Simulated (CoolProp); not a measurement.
Isobutene along the isobar 34.5 bar: density (kg/m³) from the reference equation and from simpler models built on Tc = 418.1 K, pc = 40.16 bar, ω = 0.193; each cubic takes its own stable root.

Model: reference Helmholtz-energy equation of state, Lemmon 2005, in CoolProp. It is a short technical equation, of lower accuracy than the large ones.

| T (K) | phase | reference |
|---|---|---|
| 141.8 | liquid | 758.6 |
| 183.4 | liquid | 716.6 |
| 225 | liquid | 674.3 |
| 266.6 | liquid | 630.2 |
| 308.2 | liquid | 581.8 |
| 349.8 | liquid | 524.2 |
| 391.4 | liquid | 440.5 |
| 433 | gas | 81.78 |
| 474.6 | gas | 62.96 |

Q: How far does each simpler model (Redlich-Kwong, Soave-Redlich-Kwong) lie from the reference over these 9 states: mean and median of the absolute difference, and the worst?

A: 
- Redlich-Kwong: mean 8.4 %, median 8.5 %, worst -17.5 % at 391.4 K and 34.5 bar
- Soave-Redlich-Kwong: mean 7.2 %, median 7.2 %, worst -14.6 % at 391.4 K and 34.5 bar
